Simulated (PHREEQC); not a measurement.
PHREEQC input (ion-association model, wateq4f.dat):

```
SOLUTION_MASTER_SPECIES
  An  An-  0  An  62.0  # stands for a non-complexing anion
SOLUTION_SPECIES
  An- = An-
    -log_k 0
    -gamma 3.0 0
PHASES
  Fix_H+
    H+ = H+
    -log_k 0
SOLUTION 1
  temp 25
  units mmol/kgw
  pH 7 charge
  B 0.0028
  Cl 0.396
  Cu(2) 0.13
  Ca 0.068
  Na 300
  An 300
END
SELECTED_OUTPUT 1
  -reset false
  -pH true
  -pe true
  -ionic_strength true
  -water true
  -totals B Ca Cl Cu Na Cu(1) Cu(2)
  -molalities Hfo_wOH Hfo_wOH2+ Hfo_wO- Hfo_sOH Hfo_sOH2+ Hfo_sO- Hfo_sOCu+ Hfo_wOCu+ Hfo_wH2BO3 Hfo_sOHCa+2
    Hfo_wOCa+
  -saturation_indices Portlandite Cu(OH)2 Atacamite Halite
USER_PUNCH 1
  -headings sigma psi
  10 PUNCH EDL("sigma", "Hfo"), EDL("psi", "Hfo")
PRINT
  -reset false
USE solution 1
SURFACE 1
  Hfo_wOH 0.00168539 600 0.75
  Hfo_sOH 4.21348e-05
EQUILIBRIUM_PHASES 1
  Fix_H+ -3 HAn 10
    -force_equality true
  O2(g) -0.68 10
END
# ... the last block is repeated for the other 12 points of pH, with NaOH or the acid as the point needs
```

Selected output (columns that matter, 13 of 13 rows; pH added in front):

```
pH	mu	B	Ca	Cl	Cu	Na	m_Hfo_wOH	m_Hfo_wOH2+	si_Portlandite	si_Cu(OH)2	si_Atacamite	si_Halite	sigma	psi
3	0.30273	2.7999e-06	6.8e-05	0.000396	0.00012992	0.3	1.1329e-05	0.001674	-21.516	-7.0739	-10.773	-5.8147	0.36794	0.12544
3.67	0.3017	2.7994e-06	6.8e-05	0.000396	0.00012844	0.3	4.9627e-05	0.0016355	-20.176	-5.7384	-8.7719	-5.8145	0.35952	0.12435
4.33	0.30137	2.7978e-06	6.8e-05	0.000396	0.00011102	0.3	0.00017783	0.0015026	-18.856	-4.4816	-6.9183	-5.8144	0.33146	0.12027
5	0.30102	2.7943e-06	6.7999e-05	0.000396	5.5877e-05	0.3	0.00044918	0.0011929	-17.515	-3.4398	-5.5046	-5.8143	0.27201	0.11037
5.67	0.30069	2.7903e-06	6.7998e-05	0.000396	7.9733e-06	0.3	0.00077201	0.00081291	-16.175	-2.9464	-5.1878	-5.8142	0.19728	0.094507
6.33	0.30051	2.7871e-06	6.7984e-05	0.000396	6.6812e-07	0.3	0.0010291	0.00051888	-14.855	-2.7164	-5.3877	-5.8142	0.1292	0.074381
7	0.30038	2.7853e-06	6.7866e-05	0.000396	7.7635e-08	0.3	0.0011769	0.00031707	-13.516	-2.4994	-5.6237	-5.8141	0.074539	0.050849
7.67	0.30039	2.7853e-06	6.6725e-05	0.000396	4.8588e-08	0.30011	0.0012224	0.00019436	-12.184	-2.2843	-5.8634	-5.814	0.032203	0.024763
8.33	0.30046	2.7876e-06	5.7385e-05	0.000396	7.574e-08	0.3003	0.0011908	0.00011811	-10.929	-2.0539	-6.0626	-5.8137	-0.0026977	-0.0021548
9	0.30052	2.7931e-06	2.506e-05	0.000396	1.4926e-07	0.30053	0.001071	6.2783e-05	-9.9489	-1.7564	-6.1377	-5.8134	-0.037211	-0.028279
9.67	0.30065	2.7979e-06	3.9345e-06	0.00039599	3.087e-07	0.30083	0.00089432	3.0193e-05	-9.4131	-1.4406	-6.1762	-5.813	-0.080231	-0.053738
10.33	0.30102	2.7996e-06	5.2862e-07	0.00039599	7.4837e-07	0.30134	0.00066816	1.2062e-05	-8.9655	-1.0566	-6.0681	-5.8124	-0.13596	-0.076698
11	0.30233	2.7999e-06	9.994e-08	0.00039599	2.7844e-06	0.3028	0.00039198	3.1033e-06	-8.3516	-0.489	-5.6031	-5.8106	-0.20046	-0.095156
```

The database's constant for dissolved Cu(OH)2 is higher than later reviews accept. The oxide is taken as insoluble; below pH 4 it would dissolve.
